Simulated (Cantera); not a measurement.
Input: 1 mol SiH2Cl2, 0.023 mol C2H4, 310 mol H2, at 2075 K and 97.0 mbar.

Method: chemical equilibrium by Gibbs-energy minimisation in Cantera with the NASA 1993 tables (ideal gas, pure condensed phases). Candidate condensed phases: C, C6H6, C7H8, C8H18, Si, SiC; 109 gas species. Mutual solubility and eutectic melting of coexisting phases are not modelled. The tables' values for SiCl are old estimates; treat these amounts as uncertain. Gases not in the tables: Si2H6 and higher silanes. The numbers say what is thermodynamically allowed, not how fast it happens.

Base state: H2 0.984, H 0.00848, HCl 0.00612, Si 0.00105, SiH 0.000186, SiH2 0.000158, SiCl2 8.39e-5, SiCl 4.24e-5 (mole fractions); condensed: Si(l) + SiC(s).

### Question
What changes in the equilibrium state with this change: SiH2Cl2 replaced by SiCl4?

### Answer
| species | before | after |
|---|---|---|
| H2 | 0.984 | 0.978 |
| HCl | 0.00612 | 0.0119 |
| H | 0.00848 | 0.00846 |
| SiCl2 | 8.39e-5 | 0.000321 |
| Si | 0.00105 | 0.00105 |
| SiCl | 4.24e-5 | 8.29e-5 |
| Cl | 3.90e-5 | 7.63e-5 |
| SiH2 | 0.000158 | 0.000157 |
| SiH | 0.000186 | 0.000185 |
| Si(l), mol | 0.459 | 0.372 |
| SiC(s), mol | 0.0288 | 0.0288 |
